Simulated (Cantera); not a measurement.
# Adiabatic ignition

An adiabatic, constant-volume homogeneous reactor starts with 2.50 % C3H8, 20.5 % O2, 77.0 % N2, equivalence ratio 0.61, at 1675 K and 0.810 bar.

Model: GRI-Mech 3.0 (53 species, 325 reactions), integrated in Cantera. GRI-Mech 3.0 was tuned for natural gas; its chemistry of propane as a main component is partial and can be far from experiment.

```json
[
 {"t (s)": "9.00e-6", "T (K)": "1652", "P (bar)": "0.807", "x C3H8": "0.0169", "x O2": "0.200", "x C2H2": "4.71e-5", "x CH2CO": "0.000131", "x CH2": "7.32e-6"},
 {"t (s)": "2.45e-5", "T (K)": "2321", "P (bar)": "1.21", "x C3H8": "1.11e-10", "x O2": "0.112", "x C2H2": "0.000424", "x CH2CO": "0.00148", "x CH2": "8.93e-5"},
 {"t (s)": "6.65e-5", "T (K)": "2559", "P (bar)": "1.33", "x C3H8": "<1e-12", "x O2": "0.0795", "x C2H2": "<1e-12", "x CH2CO": "<1e-12", "x CH2": "<1e-12"},
 {"t (s)": "0.000181", "T (K)": "2753", "P (bar)": "1.41", "x C3H8": "<1e-12", "x O2": "0.0784", "x C2H2": "<1e-12", "x CH2CO": "<1e-12", "x CH2": "<1e-12"},
 {"t (s)": "0.000492", "T (K)": "2786", "P (bar)": "1.42", "x C3H8": "<1e-12", "x O2": "0.0762", "x C2H2": "<1e-12", "x CH2CO": "<1e-12", "x CH2": "<1e-12"},
 {"t (s)": "0.00134", "T (K)": "2777", "P (bar)": "1.41", "x C3H8": "<1e-12", "x O2": "0.0728", "x C2H2": "<1e-12", "x CH2CO": "<1e-12", "x CH2": "<1e-12"},
 {"t (s)": "0.00364", "T (K)": "2771", "P (bar)": "1.41", "x C3H8": "<1e-12", "x O2": "0.0704", "x C2H2": "<1e-12", "x CH2CO": "<1e-12", "x CH2": "<1e-12"},
 {"t (s)": "0.00989", "T (K)": "2770", "P (bar)": "1.41", "x C3H8": "<1e-12", "x O2": "0.0702", "x C2H2": "<1e-12", "x CH2CO": "<1e-12", "x CH2": "<1e-12"},
 {"t (s)": "0.0269", "T (K)": "2770", "P (bar)": "1.41", "x C3H8": "<1e-12", "x O2": "0.0702", "x C2H2": "<1e-12", "x CH2CO": "<1e-12", "x CH2": "<1e-12"},
 {"t (s)": "0.0732", "T (K)": "2770", "P (bar)": "1.41", "x C3H8": "<1e-12", "x O2": "0.0702", "x C2H2": "<1e-12", "x CH2CO": "<1e-12", "x CH2": "<1e-12"},
 {"t (s)": "0.199", "T (K)": "2770", "P (bar)": "1.41", "x C3H8": "<1e-12", "x O2": "0.0702", "x C2H2": "<1e-12", "x CH2CO": "<1e-12", "x CH2": "<1e-12"},
 {"t (s)": "0.541", "T (K)": "2770", "P (bar)": "1.41", "x C3H8": "<1e-12", "x O2": "0.0702", "x C2H2": "<1e-12", "x CH2CO": "<1e-12", "x CH2": "<1e-12"},
 {"t (s)": "1.47", "T (K)": "2770", "P (bar)": "1.41", "x C3H8": "<1e-12", "x O2": "0.0702", "x C2H2": "<1e-12", "x CH2CO": "<1e-12", "x CH2": "<1e-12"},
 {"t (s)": "4.00", "T (K)": "2770", "P (bar)": "1.41", "x C3H8": "<1e-12", "x O2": "0.0702", "x C2H2": "<1e-12", "x CH2CO": "<1e-12", "x CH2": "<1e-12"}
]
```
x: mole fraction; the columns are a selection and need not sum to one.

```json
{
 "time_of_steepest_temperature_rise": "23.7 µs",
 "temperature at 4.00 s": "2770 K",
 "equilibrium_temperature": "2770 K",
 "x(C3H8) at 4.00 s": "<1e-12 (gas-phase equilibrium <1e-12)",
 "x(O2) at 4.00 s": "0.0702 (gas-phase equilibrium 0.0702)",
 "x(C2H2) at 4.00 s": "<1e-12 (gas-phase equilibrium <1e-12)"
}
```
